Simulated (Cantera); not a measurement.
# Premixed flame

A freely propagating, adiabatic, planar premixed flame of 36.2 % H₂, 13.9 % O₂, 49.9 % N₂, unburnt at 475 K and 90.0 Torr; multicomponent+Soret transport, grid criteria slope 0.08 and curve 0.16, no radiation.

Computed with Cantera and the H2/O2 subset of GRI-Mech 3.0, which has no nitrogen chemistry. Burning velocities carry a grid error of a few per cent, more on coarse grids.

```
z (mm)  T (K)  u (m/s)    x H₂     x O₂       x O     x H₂O      x OH   x H₂O₂
------  -----  -------  ------  -------  --------  --------  --------  -------
-19.5     475     4.26   0.362    0.139     <1e-8     <1e-8     <1e-8    <1e-8
-13.0     475     4.26   0.362    0.139     <1e-8     <1e-8     <1e-8    <1e-8
-9.75     475     4.26   0.362    0.139     <1e-8     <1e-8     <1e-8    <1e-8
-6.50     475     4.26   0.362    0.139     <1e-8     <1e-8     <1e-8    <1e-8
-3.25     481     4.30   0.358    0.140   4.38e-6  0.000320   2.70e-5  1.38e-6
-1.62     643     5.61   0.326    0.137  0.000154    0.0137  0.000406  3.24e-6
0        1082     9.17   0.182   0.0848   0.00638     0.123   0.00265  4.74e-7
1.62     1362     11.5  0.0815   0.0225    0.0106     0.235   0.00684  5.70e-7
3.25     1475     12.3  0.0777   0.0160    0.0105     0.247   0.00881  4.84e-7
6.50     1606     13.3  0.0829   0.0138   0.00993     0.253    0.0110  3.26e-7
13.0     1754     14.4  0.0878   0.0115   0.00869     0.260    0.0130  1.79e-7
26.0     1908     15.5  0.0911  0.00894   0.00694     0.269    0.0144  9.28e-8
52.0     2060     16.5  0.0929  0.00640   0.00496     0.279    0.0146  5.04e-8
```
x: mole fraction of selected species; z is measured from the peak of heat release.

```json
{
  "laminar_burning_velocity": "426 cm/s",
  "thermal_thickness": "6.50 mm",
  "peak x(O)": "0.0106",
  "peak x(OH)": "0.0147",
  "peak x(H₂O₂)": "4.35e-6",
  "grid_points": "139"
}
```
